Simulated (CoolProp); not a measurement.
Vapour-liquid equilibrium of n-pentane (1) + cyclohexane (2) at 321 K; x and y are mole fractions of (1).

Computed with CoolProp (multi-fluid Helmholtz-energy mixture model, Thol 2019 and Zhou 2014; pair parameters Bell 2016).

Give the bubble pressure and the first vapour's composition at x = 0.5, 0.65, 0.8. Is there an azeotrope?

x = 0.5: 0.09404 MPa, y = 0.807; x = 0.65: 0.1104 MPa, y = 0.880; x = 0.8: 0.1267 MPa, y = 0.938. No azeotrope shows between x = 0.05 and 0.95.

The pair parameters rest on a limited set of measurements; away from them the model extrapolates.
